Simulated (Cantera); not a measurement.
**Nitride etching: Si₃N₄ + H₂ + N₂**

A closed system holds: 1 mol Si₃N₄, 2 mol H₂, 62 mol N₂, at 1475 K and 9.00 Torr.

These are equilibrium values from Cantera (NASA tables, ideal gas, pure condensed phases), not measurements of a reactor. Candidate condensed phases: Si, Si₃N₄; 18 gas species. The numbers say what is thermodynamically allowed, not how fast it happens.

The x(N₂) is 0.969. The x(H₂) is 0.0312, the x(H) comes out as 2.09e-5 and the n(Si₃N₄(s)) comes out as 1.00 mol. The gas amount is 64.00 mol and the log10 activity of Si(s) (absent) is -1.74.
